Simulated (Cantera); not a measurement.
**B2H6 + H2O + H2 (boron, boron nitride and boron oxide)**

Input: 1 mol B2H6, 2.4 mol H2O, 160 mol H2, held at 6.90 mbar.

These are equilibrium values from Cantera (NASA tables, ideal gas, pure condensed phases), not measurements of a reactor. Candidate condensed phases: B, B2O3, B3O3H3, H2O; 23 gas species. The feed counts by its element totals alone. Mutual solubility and eutectic melting of coexisting phases are not modelled. Kinetics and transport are ignored.

From 650 °C to 1050 °C the condensed part is B(s) + B2O3(l). From 1250 °C to 1850 °C nothing is condensed. The main B-bearing gas is B3O3H3 at 650 °C and HBO at 1850 °C.

| T (°C) | x H2 | x H | x HBO | x BO | n B(s) | n B2O3(l) |
|---|---|---|---|---|---|---|
| 650 | 1.000 | 2.94e-9 | 1.34e-6 | <1e-12 | 0.324 | 0.724 |
| 850 | 0.999 | 5.13e-7 | 0.000171 | 4.54e-9 | 0.299 | 0.699 |
| 1050 | 0.994 | 1.90e-5 | 0.00482 | 3.20e-6 | 0.00885 | 0.388 |
| 1250 | 0.989 | 0.000277 | 0.00800 | 5.64e-5 | 0 | 0 |
| 1450 | 0.986 | 0.00218 | 0.00846 | 0.000364 | 0 | 0 |
| 1650 | 0.977 | 0.0112 | 0.00813 | 0.00146 | 0 | 0 |
| 1850 | 0.945 | 0.0420 | 0.00654 | 0.00377 | 0 | 0 |
x: gas mole fraction; n: condensed amount in mol.
